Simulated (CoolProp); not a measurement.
Nitrogen at 293.15 K and 4.2 MPa flows at 0.57 m/s in a round tube of 100 mm bore and 1.5 µm roughness, fully developed (64/Re and Nu = 3.66 if laminar; Colebrook and Gnielinski if turbulent). Each further row changes one setting.

Model: reference Helmholtz-energy equation of state, Span 2000, in CoolProp.

```json
[
 {"case": "as stated", "Reynolds number": "…", "Darcy friction factor": "0.0166", "pressure drop (Pa/m)": "…", "heat-transfer coefficient (W/(m² K))": "70.9", "mass flow (kg/h)": "…"},
 {"case": "velocity 1.14 m/s", "Reynolds number": "303000", "Darcy friction factor": "…", "pressure drop (Pa/m)": "4.60", "heat-transfer coefficient (W/(m² K))": "124", "mass flow (kg/h)": "1570"},
 {"case": "diameter 200 mm", "Reynolds number": "303000", "Darcy friction factor": "…", "pressure drop (Pa/m)": "0.573", "heat-transfer coefficient (W/(m² K))": "…", "mass flow (kg/h)": "…"}
]
```

What belongs in the gaps?


- as stated, Reynolds number: 152000
- as stated, pressure drop (Pa/m): 1.31
- as stated, mass flow (kg/h): 783
- velocity 1.14 m/s, Darcy friction factor: 0.0146
- diameter 200 mm, Darcy friction factor: 0.0145
- diameter 200 mm, heat-transfer coefficient (W/(m² K)): 61.6
- diameter 200 mm, mass flow (kg/h): 3130

Viscosity comes from a separate model (Lemmon 2004). Thermal conductivity comes from a separate model (Lemmon 2004).
